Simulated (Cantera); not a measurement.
An isothermal, constant-pressure homogeneous reactor starts with NO : N2 = 1 : 0.2 (molar parts), at 1523 K and 100000 Pa. Integrator tolerance rtol = 1e-08.

Detailed kinetics in Cantera: GRI-Mech 3.0 (53 species, 325 reactions).

### Question
What does this change do: temperature 1523 to 1750 K?

### Answer
```
quantity                                           before                                     after
----------------  ---------------------------------------  ----------------------------------------
x(NO) at 40.0 s     0.454 (gas-phase equilibrium 0.00166)    0.0456 (gas-phase equilibrium 0.00423)
x(O) at 40.0 s    2.44e-6 (gas-phase equilibrium 3.58e-6)   4.73e-5 (gas-phase equilibrium 4.85e-5)
x(N2) at 40.0 s       0.356 (gas-phase equilibrium 0.582)       0.560 (gas-phase equilibrium 0.581)
x(O2) at 40.0 s       0.188 (gas-phase equilibrium 0.416)       0.394 (gas-phase equilibrium 0.415)
x(NO2) at 40.0 s  0.00215 (gas-phase equilibrium 1.17e-5)  0.000174 (gas-phase equilibrium 1.66e-5)
x(N2O) at 40.0 s  6.94e-5 (gas-phase equilibrium 8.70e-8)   9.80e-7 (gas-phase equilibrium 2.10e-7)
```

### Question
What does this change do: temperature 1523 to 1675 K?

### Answer
| quantity | before | after |
|---|---|---|
| x(NO) at 40.0 s | 0.454 (gas-phase equilibrium 0.00166) | 0.125 (gas-phase equilibrium 0.00320) |
| x(O) at 40.0 s | 2.44e-6 (gas-phase equilibrium 3.58e-6) | 2.05e-5 (gas-phase equilibrium 2.21e-5) |
| x(N2) at 40.0 s | 0.356 (gas-phase equilibrium 0.582) | 0.521 (gas-phase equilibrium 0.582) |
| x(O2) at 40.0 s | 0.188 (gas-phase equilibrium 0.416) | 0.354 (gas-phase equilibrium 0.415) |
| x(NO2) at 40.0 s | 0.00215 (gas-phase equilibrium 1.17e-5) | 0.000540 (gas-phase equilibrium 1.49e-5) |
| x(N2O) at 40.0 s | 6.94e-5 (gas-phase equilibrium 8.70e-8) | 5.88e-6 (gas-phase equilibrium 1.61e-7) |
